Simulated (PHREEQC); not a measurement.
0.41 g of hydrous ferric oxide (600 m²/g; 0.2 weak and 0.005 strong sites per Fe, Dzombak-Morel constants, diffuse double layer) in 1 kg of water with 0.005 mol/kgw of an inert sodium salt and 3.5e-06 mol/kgw Na2HAsO4 and 2e-05 mol/kgw Na2SO4, at 25 °C; the pH is set by adding NaOH or the inert anion's acid. Oxygen alone is held at its pressure in air (log pO2 = -0.68). The system is closed to CO2. Nothing may precipitate in this run.

Base run: PHREEQC, ion-association model, wateq4f.dat. Each further column changes one thing. The table gives S sorbed (%).

```json
[
 {"pH": "3", "base": "100.0", "no electrostatic term (-no_edl)": "0.2", "background salt from 0.005 to 0.0005 mol/kgw": "100.0", "oxide from 0.41 to 2 g/kgw": "100.0", "0.0021 mol/kgw CuSO4 added": "20.5"},
 {"pH": "3.38", "base": "100.0", "no electrostatic term (-no_edl)": "0.2", "background salt from 0.005 to 0.0005 mol/kgw": "100.0", "oxide from 0.41 to 2 g/kgw": "100.0", "0.0021 mol/kgw CuSO4 added": "20.5"},
 {"pH": "4.12", "base": "100.0", "no electrostatic term (-no_edl)": "0.2", "background salt from 0.005 to 0.0005 mol/kgw": "100.0", "oxide from 0.41 to 2 g/kgw": "100.0", "0.0021 mol/kgw CuSO4 added": "20.3"},
 {"pH": "4.5", "base": "100.0", "no electrostatic term (-no_edl)": "0.2", "background salt from 0.005 to 0.0005 mol/kgw": "100.0", "oxide from 0.41 to 2 g/kgw": "100.0", "0.0021 mol/kgw CuSO4 added": "19.7"},
 {"pH": "4.88", "base": "99.9", "no electrostatic term (-no_edl)": "0.2", "background salt from 0.005 to 0.0005 mol/kgw": "100.0", "oxide from 0.41 to 2 g/kgw": "100.0", "0.0021 mol/kgw CuSO4 added": "18.6"},
 {"pH": "5.62", "base": "98.5", "no electrostatic term (-no_edl)": "0.2", "background salt from 0.005 to 0.0005 mol/kgw": "99.4", "oxide from 0.41 to 2 g/kgw": "99.8", "0.0021 mol/kgw CuSO4 added": "14.6"},
 {"pH": "6", "base": "94.3", "no electrostatic term (-no_edl)": "0.2", "background salt from 0.005 to 0.0005 mol/kgw": "97.0", "oxide from 0.41 to 2 g/kgw": "99.1", "0.0021 mol/kgw CuSO4 added": "13.3"},
 {"pH": "6.38", "base": "79.5", "no electrostatic term (-no_edl)": "0.2", "background salt from 0.005 to 0.0005 mol/kgw": "86.8", "oxide from 0.41 to 2 g/kgw": "96.1", "0.0021 mol/kgw CuSO4 added": "12.7"},
 {"pH": "7.12", "base": "18.0", "no electrostatic term (-no_edl)": "0.3", "background salt from 0.005 to 0.0005 mol/kgw": "23.6", "oxide from 0.41 to 2 g/kgw": "54.0", "0.0021 mol/kgw CuSO4 added": "12.2"},
 {"pH": "7.5", "base": "4.3", "no electrostatic term (-no_edl)": "0.3", "background salt from 0.005 to 0.0005 mol/kgw": "5.6", "oxide from 0.41 to 2 g/kgw": "18.9", "0.0021 mol/kgw CuSO4 added": "12.0"},
 {"pH": "7.88", "base": "0.8", "no electrostatic term (-no_edl)": "0.3", "background salt from 0.005 to 0.0005 mol/kgw": "1.1", "oxide from 0.41 to 2 g/kgw": "4.3", "0.0021 mol/kgw CuSO4 added": "11.1"},
 {"pH": "8.62", "base": "0.0", "no electrostatic term (-no_edl)": "0.3", "background salt from 0.005 to 0.0005 mol/kgw": "0.0", "oxide from 0.41 to 2 g/kgw": "0.2", "0.0021 mol/kgw CuSO4 added": "5.1"},
 {"pH": "9", "base": "0.0", "no electrostatic term (-no_edl)": "0.2", "background salt from 0.005 to 0.0005 mol/kgw": "0.0", "oxide from 0.41 to 2 g/kgw": "0.0", "0.0021 mol/kgw CuSO4 added": "1.7"}
]
```

The oxide is taken as insoluble; below pH 4 it would dissolve. In at least one series the solution becomes supersaturated in solids that the run did not let form, among them Cu(OH)2, Brochantite, Antlerite. The database has no arsenate complexes of Cu. The database's constant for dissolved Cu(OH)2 is higher than later reviews accept.
